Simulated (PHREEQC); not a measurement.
Dissolve 0.022 mol AlCl3, 0.13 mol FeCl2, 0.00035 mol H3BO3 and 0.038 mol KOH per kg of water at 25 °C. Closed to the air; pH follows from the charge balance.

Model: ion-association model, wateq4f.dat, run in PHREEQC.

Precipitation was switched off in this run.

Q: Order these Al species by the share of Al that they hold, largest first: Al(OH)3, AlOH+2, Al+3, Al(OH)4-, Al(OH)2+.

A: Al(OH)2+ (52 %), AlOH+2 (27 %), Al+3 (9.6 %), Al(OH)4- (7.8 %), Al(OH)3 (3.5 %)

The pH is 5.86 and the ionic strength 0.445 mol/kgw. Saturation is exceeded, for instance for Al(OH)3(a), Boehmite (slow to form); the values hold only as long as no solid forms. Species that the database lacks are ignored.
